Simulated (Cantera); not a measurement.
Thermodynamics of chlorosilane synthesis and conversion, feed Si + H2 + HCl

Input: 1 mol Si, 6.7 mol H2, 5.9 mol HCl, at 0.150 bar.

Equilibrium computed with Cantera from the NASA thermochemical tables; the gas is ideal and each condensed phase is pure. Candidate condensed phases: Si; 19 gas species. The tables' values for SiCl3, SiCl are old estimates; treat these amounts as uncertain. The numbers say what is thermodynamically allowed, not how fast it happens.

```
T (°C)  log p H2  log p HCl  log p SiCl4  log p SiCl2  log p SiCl3  log p SiHCl3
------  --------  ---------  -----------  -----------  -----------  ------------
227        -0.95      -1.61        -1.89         <-12         <-12         -7.03
327        -0.95      -1.61        -1.89         <-12       -10.81         -5.79
427        -0.95      -1.61        -1.89       -12.80        -8.61         -4.92
527        -0.95      -1.61        -1.89        -9.98        -6.96         -4.27
627        -0.95      -1.61        -1.89        -7.81        -5.69         -3.78
727        -0.95      -1.60        -1.90        -6.09        -4.69         -3.40
827        -0.95      -1.59        -1.92        -4.71        -3.89         -3.11
927        -0.96      -1.57        -1.96        -3.63        -3.27         -2.91
1027       -0.97      -1.52        -2.07        -2.85        -2.85         -2.86
1127       -0.99      -1.45        -2.29        -2.39        -2.66         -2.98
1227       -1.01      -1.40        -2.64        -2.15        -2.65         -3.24
1327       -1.02      -1.36        -3.08        -2.04        -2.75         -3.58
1427       -1.03      -1.35        -3.55        -1.99        -2.91         -3.94
```
log p: log10 of the partial pressure in bar; nothing condenses.

From 227 °C to 1427 °C nothing is condensed. The main Si-bearing gas is SiCl4 at 227 °C and SiCl2 at 1427 °C.
